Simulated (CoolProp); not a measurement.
Vapour-liquid equilibrium of acetone (1) + n-nonane (2) at 123.85 °C; x and y are mole fractions of (1).

The numbers come from the multi-fluid Helmholtz-energy mixture model, Lemmon 2006 and Lemmon 2006; pair parameters Bell 2016 in CoolProp.

```json
[
 {"x": "0.05", "bubble pressure (bar)": "1.197", "y at the bubble point": "0.611", "dew pressure at overall composition x (bar)": "0.4932", "liquid density (mol/L)": "5.083"},
 {"x": "0.2", "bubble pressure (bar)": "2.818", "y at the bubble point": "0.842", "dew pressure at overall composition x (bar)": "0.5861", "liquid density (mol/L)": "5.575"},
 {"x": "0.35", "bubble pressure (bar)": "3.803", "y at the bubble point": "0.890", "dew pressure at overall composition x (bar)": "0.7213", "liquid density (mol/L)": "6.162"},
 {"x": "0.5", "bubble pressure (bar)": "4.451", "y at the bubble point": "0.914", "dew pressure at overall composition x (bar)": "0.9359", "liquid density (mol/L)": "6.883"},
 {"x": "0.65", "bubble pressure (bar)": "4.998", "y at the bubble point": "0.933", "dew pressure at overall composition x (bar)": "1.329", "liquid density (mol/L)": "7.797"},
 {"x": "0.8", "bubble pressure (bar)": "5.592", "y at the bubble point": "0.955", "dew pressure at overall composition x (bar)": "2.274", "liquid density (mol/L)": "9.004"},
 {"x": "0.95", "bubble pressure (bar)": "6.320", "y at the bubble point": "0.987", "dew pressure at overall composition x (bar)": "5.457", "liquid density (mol/L)": "10.67"}
]
```

No azeotrope shows between x = 0.05 and 0.95.

The pair parameters rest on a limited set of measurements; away from them the model extrapolates. With so large a gap from Raoult's law the liquid may split in two, which this calculation doesn't test in full.
